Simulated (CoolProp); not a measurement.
Vapour-liquid equilibrium of n-hexane (1) + m-xylene (2) at 4.96 bar; x and y are mole fractions of (1).

The numbers come from the multi-fluid Helmholtz-energy mixture model, Thol 2019 and Zhou 2012; pair parameters Bell 2016 in CoolProp.

```
x     bubble temperature (°C)  y at the bubble point  dew temperature at overall composition x (°C)  liquid density (mol/L)
----  -----------------------  ---------------------  ---------------------------------------------  ----------------------
0.05                    202.6                  0.159                                          207.8                   6.426
0.2                     181.4                  0.516                                          200.5                   6.527
0.35                    164.6                  0.718                                          192.2                   6.573
0.5                     152.6                  0.829                                          182.6                   6.563
0.65                    144.0                  0.894                                          170.9                   6.512
0.8                     137.4                  0.942                                          156.0                   6.440
0.95                    131.6                  0.985                                          136.2                   6.367
```

No azeotrope shows between x = 0.05 and 0.95.

Pair parameters are fitted to limited data, so mixtures are less certain than the pure fluids. The gap from Raoult's law changes sign with composition, which may be real or a fault of the pair parameters; it wasn't checked against measurements.
